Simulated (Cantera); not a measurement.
Input (Python, Cantera) and output of one run.

```python
import numpy as np
import cantera as ct

gas_names = [...]  # 114 gases of nasa_gas.yaml made of C, Fe, H, O
cond_names = """
    C(gr) C6H6(L) C7H8(L) C8H18(L),n-octa Fe(a) Fe(c) Fe(d) Fe(L) FeC5O5(L) FeO(s) FeO(L) Fe(OH)2(s)
    Fe(OH)3(s) Fe2O3(s) Fe3O4(s) H2O(s) H2O(L)
""".split()


# ... load() reads the species with a 1 bar reference pressure and builds the phases ...
atoms = {
    'Fe3O4': {'Fe': 3, 'O': 4},
    'CH4': {'C': 1, 'H': 4},
    'H2': {'H': 2},
}
top_T = {'C(gr)': 4500, 'Fe2O3(s)': 1830, 'Fe3O4(s)': 1870}  # K; cautious upper limits of use, not melting points


# ... equilibrate(T, P, feed) seeds the gas with the atoms and calls Mixture.equilibrate('TP', solver="vcs", rtol=1e-11, max_steps=5000) ...
results = []
feed = {'Fe3O4': 1, 'CH4': 1, 'H2': 0.66}  # mol
P = 100000  # Pa
for T in [1698, 1773, 1848, 1923, 1998, 2073, 2148, 2223, 2298, 2373, 2448, 2523]:
    mix = equilibrate(T, P, feed)
    results.append((T, P, feed, dict(zip(mix.species_names, mix.species_moles))))

top = {s: max(r[3][s] / sum(r[3][g] for g in gas_names) for r in results) for s in gas_names}
cols = sorted((s for s in top if top[s] > 0.0001), key=lambda s: -top[s])[:5]
seen = [c for c in cond_names if any(r[3].get(c, 0) > 1e-12 for r in results)]
print("log10 of partial pressures in bar; condensed amounts in mol")
print(f"{'T/K':>10s}" + "".join(f"{s[:9]:>10s}" for s in cols + seen))
for T, P, feed, n in results:
    ng = sum(n[g] for g in gas_names)
    print(f"{T:10.4g}" + "".join(f"{np.log10(max(n[s] / ng * P / 1e5, 1e-99)):10.3f}" for s in cols)
          + "".join(f"{n.get(c, 0):10.4g}" for c in seen))
```

It prints:

```
log10 of partial pressures in bar; condensed amounts in mol
       T/K        H2        CO       H2O        Fe       CO2     Fe(d)     Fe(L)    FeO(L)
      1698    -0.306    -0.620    -0.634    -5.215    -1.481    0.9705         0     2.029
      1773    -0.303    -0.614    -0.641    -4.704    -1.522    0.9468         0     2.053
      1848    -0.303    -0.611    -0.642    -4.244    -1.553         0    0.9374     2.062
      1923    -0.305    -0.608    -0.638    -3.830    -1.575         0    0.9397      2.06
      1998    -0.307    -0.606    -0.635    -3.448    -1.595         0    0.9411     2.057
      2073    -0.309    -0.605    -0.633    -3.095    -1.614         0    0.9411     2.055
      2148    -0.311    -0.604    -0.631    -2.769    -1.632         0     0.939     2.054
      2223    -0.313    -0.603    -0.631    -2.466    -1.650         0    0.9335     2.053
      2298    -0.317    -0.604    -0.632    -2.184    -1.667         0    0.9223     2.052
      2373    -0.322    -0.606    -0.634    -1.921    -1.684         0    0.9019     2.051
      2448    -0.329    -0.610    -0.639    -1.676    -1.702         0    0.8668      2.05
      2523    -0.340    -0.617    -0.648    -1.446    -1.722         0    0.8083     2.048
```

Equilibrium computed with Cantera from the NASA thermochemical tables; the gas is ideal and each condensed phase is pure. Each liquid is taken as pure. Mutual solubility and eutectic melting of coexisting phases are not modelled. The tables' stoichiometric FeO is somewhat more stable than real wüstite, so its field is too wide. FeO: taken at fixed stoichiometry.
